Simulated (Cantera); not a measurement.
A freely propagating, adiabatic, planar premixed flame of 50.2 % H₂, 10.4 % O₂, 39.3 % N₂, equivalence ratio 2.4, unburnt at 450 K and 1500 Torr; mixture-averaged transport, grid criteria slope 0.08 and curve 0.16, no radiation.

Cantera simulation using the H2/O2 subset of GRI-Mech 3.0, which has no nitrogen chemistry; the numbers are that mechanism's predictions, not measurements. Burning velocities carry a grid error of a few per cent, more on coarse grids.

### Question
Predict: laminar burning velocity; thermal thickness; peak x(H₂O₂); peak x(HO₂); peak x(O); peak x(H).

### Answer
```
Item                        Result
------------------------  --------
laminar burning velocity  530 cm/s
thermal thickness         0.168 mm
peak x(H₂O₂)               4.76e-5
peak x(HO₂)               0.000551
peak x(O)                  0.00188
peak x(H)                   0.0593
```
